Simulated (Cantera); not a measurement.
Source: NASA polynomial tables (part measured, part estimated), evaluated in Cantera. Values are per mole of reaction as written; species without (g) are pure solids or liquids, kept so even where they would boil at 1 bar.

**Question.** Between 2250 and 2475 K, where is each reaction favourable under standard conditions?
- 6 V + 4 O3(g) = 3 V2O4
- 2 V + 3 V2O4 = 4 V2O3

**Answer.** 
- 6 V + 4 O3(g) = 3 V2O4: ΔG° is -3426 kJ at 2250 K and -3322 kJ at 2475 K; it stays negative (K > 1). ΔH° is -4451 kJ and ΔS° -456 J/K at 2475 K.
- 2 V + 3 V2O4 = 4 V2O3: ΔG° is -447 kJ at 2250 K and -419 kJ at 2475 K; it stays negative (K > 1). ΔH° is -540 kJ and ΔS° -49 J/K at 2475 K.
